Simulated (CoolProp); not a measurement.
Vapour-liquid equilibrium of dimethyl ether (1) + 1-butene (2) at 288.8 K; x and y are mole fractions of (1).

Values from CoolProp's multi-fluid Helmholtz-energy mixture model, Wu 2011 and Lemmon 2005; pair parameters Bell 2016.

```
x      bubble pressure (bar)  y at the bubble point  dew pressure at overall composition x (bar)  liquid density (mol/L)
-----  ---------------------  ---------------------  -------------------------------------------  ----------------------
0.05                   2.380                  0.110                                   (withheld)                   10.83
0.125                  2.613                  0.246                                        2.404                   11.06
0.2                    2.832                  0.356                                        2.530                   11.29
0.275             (withheld)             (withheld)                                        2.669                   11.53
0.35                   3.226             (withheld)                                        2.820                   11.79
0.425                  3.404                  0.595                                        2.984                   12.06
0.5                    3.571             (withheld)                                        3.162                   12.34
0.575                  3.728                  0.713                                        3.353                   12.64
0.65                   3.875             (withheld)                                        3.554              (withheld)
0.725                  4.014                  0.816                                        3.762              (withheld)
0.8                    4.146                  0.865                                        3.971                   13.63
0.875                  4.271                  0.915                                        4.171                   14.01
0.95                   4.389                  0.965                                        4.355                   14.40
```

Problem. Complete the blanks.

Solution. 
- 0.05, dew pressure at overall composition x (bar): 2.287
- 0.275, bubble pressure (bar): 3.036
- 0.275, y at the bubble point: 0.447
- 0.35, y at the bubble point: 0.526
- 0.5, y at the bubble point: 0.656
- 0.65, y at the bubble point: 0.765
- 0.65, liquid density (mol/L): 12.95
- 0.725, liquid density (mol/L): 13.28

No azeotrope shows between x = 0.05 and 0.95.

The pair parameters rest on a limited set of measurements; away from them the model extrapolates.
